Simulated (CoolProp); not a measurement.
Properties of R1132(E) along the isobar 6.5 MPa.

Values from CoolProp's reference Helmholtz-energy equation of state, Akasaka 2024.

```tsv
T (K)	phase	Joule-Thomson coefficient (K/MPa)	expansivity (1/kK)
334.5	liquid	0.8403	7.455
339.5	liquid	1.116	8.965
344.6	liquid	1.531	11.48
349.6	supercritical	2.206	16.34
354.7	supercritical	3.599	30.31
359.7	supercritical	6.584	69.23
364.7	supercritical	8.987	49.96
369.8	supercritical	9.453	28.70
374.8	supercritical	9.268	19.98
379.8	supercritical	8.928	15.47
384.9	supercritical	8.547	12.69
389.9	supercritical	8.176	10.86
395	supercritical	7.814	9.513
400	supercritical	7.480	8.516
```
